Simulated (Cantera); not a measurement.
Input: 1 mol BF3, 0.54 mol N2, 0.88 mol O2, held at 902 °C and 10000 Pa.

Equilibrium computed with Cantera from the NASA thermochemical tables; the gas is ideal and each condensed phase is pure. Candidate condensed phases: B, BN, B2O3; 31 gas species. The numbers say what is thermodynamically allowed, not how fast it happens.

Base state: BF3 0.413, O2 0.364, N2 0.223, NO 0.000113 (mole fractions); condensed: gas only.

Question: What changes in the equilibrium state with this change: BF3 replaced by borazine?

Answer: 
```csv
species,before,after
H2,0,0.725
N2,0.223,0.273
H2O,0,0.00197
BF3,0.413,0
O2,0.364,<1e-9
HBO2,0,8.11e-5
NO,0.000113,<1e-9
"BN(s), mol",0,1.83
"B2O3(l), mol",0,0.584
```
The feed counts by its element totals alone. Mutual solubility and eutectic melting of coexisting phases are not modelled. Gases not in the tables: H3BO3. Further candidate phases: B3O3H3, H2O.

Question: What changes in the equilibrium state with this change: temperature from 902 °C to 1475 °C?

Answer: 
```
species    before     after
-------  --------  --------
BF3         0.413     0.412
O2          0.364     0.362
N2          0.223     0.222
NO       0.000113   0.00241
O         2.78e-8  0.000139
BOF       1.04e-7  0.000417
F         4.23e-7  0.000875
BOF2      2.15e-7   4.17e-5
```
